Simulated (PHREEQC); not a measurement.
Dissolve 0.42 mol/kgw HF and 0.3 mol/kgw (CH3)4NF at 5 °C. Closed to the air; pH follows from the charge balance.

All values are PHREEQC results (ion-association model, phreeqc.dat), not measurements.

```csv
quantity,before,after
pH,2.60,1.55
ionic strength (mol/kgw),0.303,0.0320
HF (mol/kgw),0.277,0.371
F- (mol/kgw),0.164,0.0149
HF2- (mol/kgw),0.140,0.0172
```

### Question
What was changed between the two runs?
(A) HF from 0.42 to 0.042 mol/kgw
(B) HF from 0.42 to 0.462 mol/kgw
(C) temperature from 5 to 50 °C
(D) (CH3)4NF left out

### Answer
D, (CH3)4NF left out

This is a speciation only: nothing precipitates in the calculation. (CH3)4N+ isn't in the database: it is added as a free cation with an ion size of 4 Å. At this temperature some constants are extrapolated from 25 °C, and those without enthalpy data are left unchanged.
